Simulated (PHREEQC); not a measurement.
A column of 0.1 m (30 cells, dispersivity 0.008 m, 300 s a shift, diffusion coefficient 3e-10 m²/s) holds 0.063 eq of the database's cation exchanger X per kg of pore water, first in equilibrium with 83 mmol/kgw KBr and 0.01 mmol/kgw HCl. It is flushed with 0.035 mol NaCl, 0.0011 mol ZnCl2 and 1e-05 mol HCl per kg of water, at 15 °C. Values are for the last cell. CO2 from the air is kept out. Precipitation was switched off in this run.

The series has 31 steps of pore volumes, from 0 to 6.017.

Computed with PHREEQC (ion-association model, phreeqc.dat).

### Question
After how many pore volumes does Na at the outlet first reach half of its feed value?

### Answer
By 1.6 pore volumes.
